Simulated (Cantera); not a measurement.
## Equilibrium for nitride etching: Si3N4 + Cl2 + N2

Input: 1 mol Si3N4, 30 mol Cl2, 2.6 mol N2, held at 10.0 mbar.

Cantera equilibrium calculation (NASA polynomials, part measured and part estimated; ideal gas, pure solids and liquids). Candidate condensed phases: Si, Si3N4; 13 gas species. The tables' values for SiCl3 are old estimates; treat these amounts as uncertain. Equilibrium is a limit: real reactors are often held back by kinetics, nucleation or transport.

From 625 °C to 1525 °C nothing is condensed. The main Si-bearing gas is SiCl4 throughout.

| T (°C) | log p Cl | log p Cl2 | log p N2 | log p SiCl4 | log p SiCl3 | log p SiCl2 |
|---|---|---|---|---|---|---|
| 625 | -5.21 | -2.12 | -2.84 | -3.02 | -12.74 | <-14 |
| 700 | -4.65 | -2.12 | -2.84 | -3.02 | -11.53 | <-14 |
| 775 | -4.17 | -2.12 | -2.84 | -3.02 | -10.50 | <-14 |
| 850 | -3.76 | -2.13 | -2.84 | -3.03 | -9.60 | <-14 |
| 925 | -3.40 | -2.14 | -2.85 | -3.03 | -8.82 | -13.66 |
| 1000 | -3.09 | -2.16 | -2.85 | -3.04 | -8.13 | -12.40 |
| 1075 | -2.83 | -2.20 | -2.87 | -3.06 | -7.52 | -11.27 |
| 1150 | -2.60 | -2.27 | -2.89 | -3.08 | -6.96 | -10.25 |
| 1225 | -2.42 | -2.37 | -2.93 | -3.11 | -6.45 | -9.29 |
| 1300 | -2.29 | -2.52 | -2.97 | -3.15 | -5.98 | -8.38 |
| 1375 | -2.19 | -2.71 | -3.00 | -3.19 | -5.52 | -7.50 |
| 1450 | -2.13 | -2.94 | -3.04 | -3.23 | -5.07 | -6.65 |
| 1525 | -2.10 | -3.19 | -3.06 | -3.26 | -4.64 | -5.82 |
log p: log10 of the partial pressure in bar; nothing condenses.
